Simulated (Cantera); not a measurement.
**Ignition delay**

Mixture: CH4 : CO : O2 : N2 : H2O = 1 : 0.045 : 1.44 : 5.43 : 0.27 (molar parts), equivalence ratio 1.4, at 750 Torr, adiabatic and at constant pressure. Ignition delay is the time to a rise of 400 K.

Computed with Cantera and GRI-Mech 3.0 (53 species, 325 reactions).

```csv
T0 (K),delay (ms)
1198,65.1
1248,32.3
1298,16.5
1348,8.71
1398,4.72
1448,2.64
1498,1.52
1548,0.909
1598,0.564
1648,0.363
```

```json
{
 "apparent activation energy between 1548 and 1648 K": "190 kJ/mol"
}
```
